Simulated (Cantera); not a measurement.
What does this Cantera script print?

```python
import numpy as np
import cantera as ct

gas_names = [...]  # 49 gases of nasa_gas.yaml made of B, Cl, H, N, O
cond_names = """
    B(b) B(L) BN(s) B2O3(L) B3O3H3(cr) H2O(s) H2O(L) NH4CL(a) NH4CL(b)
""".split()


# ... load() reads the species with a 1 bar reference pressure and builds the phases ...
atoms = {
    'BCl3': {'B': 1, 'CL': 3},
    'NH3': {'N': 1, 'H': 3},
    'O2': {'O': 2},
}
top_T = {'BN(s)': 3200}  # K; cautious upper limits of use, not melting points


# ... equilibrate(T, P, feed) seeds the gas with the atoms and calls Mixture.equilibrate('TP', solver="vcs", rtol=1e-11, max_steps=5000) ...
results = []
feed = {'BCl3': 1, 'NH3': 0.11, 'O2': 1.5}  # mol
T = 1123  # K
P = 133.322  # Pa
mix = equilibrate(T, P, feed)
results.append((T, P, feed, dict(zip(mix.species_names, mix.species_moles))))
x = sorted(zip(gas.X, gas.species_names), reverse=True)
print(f"T = {T:g} K  P = {P:g} Pa  gas = {mix.phase_moles(0):.4g} mol")
print("   x: " + "  ".join(f"{s} {v:.3e}" for v, s in x if v > 0.0001))
print("   condensed (mol): " + ("  ".join(f"{mix.phase(i).name} {mix.phase_moles(i):.4g}"
      for i in range(1, mix.n_phases) if mix.phase_moles(i) > 1e-12) or "none"))
```

It prints:

```
T = 1123 K  P = 133.322 Pa  gas = 2.519 mol
   x: CL2 5.104e-01  O2 2.976e-01  HCL 1.307e-01  CL 3.920e-02  N2 2.182e-02  H2O 1.035e-04
   condensed (mol): B2O3(L) 0.4999
```

Method: chemical equilibrium by Gibbs-energy minimisation in Cantera with the NASA 1993 tables (ideal gas, pure condensed phases).
